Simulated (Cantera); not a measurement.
**Equilibrium for carbothermic reduction: Fe3O4 + CO + N2 + NH3**

Input: 1 mol Fe3O4, 3 mol CO, 17 mol N2, 0.00099 mol NH3, at 18.0 mbar.

Equilibrium computed with Cantera from the NASA thermochemical tables; the gas is ideal and each condensed phase is pure. Candidate condensed phases: C, C6H6, C7H8, C8H18, Fe, Fe(CO)5, FeO, Fe(OH)2, Fe(OH)3, Fe2O3, Fe3O4, H2O; 140 gas species. The tables' stoichiometric FeO is somewhat more stable than real wüstite, so its field is too wide. FeO: taken at fixed stoichiometry. Equilibrium is a limit: real reactors are often held back by kinetics, nucleation or transport.

```json
[
 {"T (°C)": "1252", "x N2": "0.850", "x CO": "0.100", "x CO2": "0.0500", "x Fe": "4.48e-6", "x FeO": "2.67e-8", "x NO": "8.24e-8", "x O2": "6.94e-10", "n FeO(s)": "3.00", "n FeO(l)": "0"},
 {"T (°C)": "1327", "x N2": "0.850", "x CO": "0.100", "x CO2": "0.0500", "x Fe": "1.86e-5", "x FeO": "1.66e-7", "x NO": "3.26e-7", "x O2": "5.51e-9", "n FeO(s)": "3.00", "n FeO(l)": "0"},
 {"T (°C)": "1402", "x N2": "0.850", "x CO": "0.1000", "x CO2": "0.0500", "x Fe": "6.57e-5", "x FeO": "8.52e-7", "x NO": "1.14e-6", "x O2": "3.63e-8", "n FeO(s)": "0", "n FeO(l)": "3.00"},
 {"T (°C)": "1477", "x N2": "0.850", "x CO": "0.0998", "x CO2": "0.0501", "x Fe": "0.000197", "x FeO": "3.58e-6", "x NO": "3.58e-6", "x O2": "2.04e-7", "n FeO(s)": "0", "n FeO(l)": "3.00"},
 {"T (°C)": "1552", "x N2": "0.849", "x CO": "0.0995", "x CO2": "0.0504", "x Fe": "0.000533", "x FeO": "1.33e-5", "x NO": "1.03e-5", "x O2": "1.01e-6", "n FeO(s)": "0", "n FeO(l)": "2.99"},
 {"T (°C)": "1627", "x N2": "0.849", "x CO": "0.0986", "x CO2": "0.0511", "x Fe": "0.00131", "x FeO": "4.43e-5", "x NO": "2.75e-5", "x O2": "4.49e-6", "n FeO(s)": "0", "n FeO(l)": "2.97"},
 {"T (°C)": "1702", "x N2": "0.847", "x CO": "0.0969", "x CO2": "0.0526", "x Fe": "0.00293", "x FeO": "0.000134", "x NO": "7.00e-5", "x O2": "1.87e-5", "n FeO(s)": "0", "n FeO(l)": "2.94"},
 {"T (°C)": "1777", "x N2": "0.844", "x CO": "0.0939", "x CO2": "0.0551", "x Fe": "0.00591", "x FeO": "0.000371", "x NO": "0.000172", "x O2": "7.58e-5", "n FeO(s)": "0", "n FeO(l)": "2.87"}
]
```
x: gas mole fraction; n: condensed amount in mol.

From 1252 °C to 1327 °C the condensed part is FeO(s). From 1402 °C to 1777 °C the condensed part is FeO(l). The main Fe-bearing gas is Fe throughout.
